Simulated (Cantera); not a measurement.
# Stirred combustor or abatement burner

A perfectly stirred reactor is fed with CH₄ : O₂ : N₂ = 1 : 4.26 : 16 (molar parts), at 7500 Torr; it is adiabatic with a 375 K inlet, and is followed from long to short residence time, starting on the burning branch (τ in s: 0.044, 0.016, 0.0059, 0.0022, 0.00079, 0.00029, 0.00011, 3.9e-05, 1.4e-05, 5.2e-06).

Computed with Cantera and GRI-Mech 3.0 (53 species, 325 reactions).

| τ (s) | T (K) | x CH₄ | x O₂ | x HCN | x CH₂ | x C₂H₄ | x CH₂CO |
|---|---|---|---|---|---|---|---|
| 0.044 | 1475 | 8.73e-5 | 0.107 | 1.15e-9 | 3.85e-9 | 1.22e-6 | 6.56e-7 |
| 0.016 | 1461 | 0.000234 | 0.108 | 1.69e-9 | 7.70e-9 | 5.09e-6 | 2.84e-6 |
| 0.0059 | 1406 | 0.000906 | 0.111 | 8.37e-10 | 9.59e-9 | 2.53e-5 | 1.43e-5 |
| 0.0022 | 375 | 0.0470 | 0.200 | <1e-12 | <1e-12 | <1e-12 | <1e-12 |
| 0.00079 | 375 | 0.0470 | 0.200 | <1e-12 | <1e-12 | <1e-12 | <1e-12 |
| 0.00029 | 375 | 0.0470 | 0.200 | <1e-12 | <1e-12 | <1e-12 | <1e-12 |
| 0.00011 | 375 | 0.0470 | 0.200 | <1e-12 | <1e-12 | <1e-12 | <1e-12 |
| 3.9e-5 | 375 | 0.0470 | 0.200 | <1e-12 | <1e-12 | <1e-12 | <1e-12 |
| 1.4e-5 | 375 | 0.0470 | 0.200 | <1e-12 | <1e-12 | <1e-12 | <1e-12 |
| 5.2e-6 | 375 | 0.0470 | 0.200 | <1e-12 | <1e-12 | <1e-12 | <1e-12 |
x: mole fraction; the columns are a selection and need not sum to one.
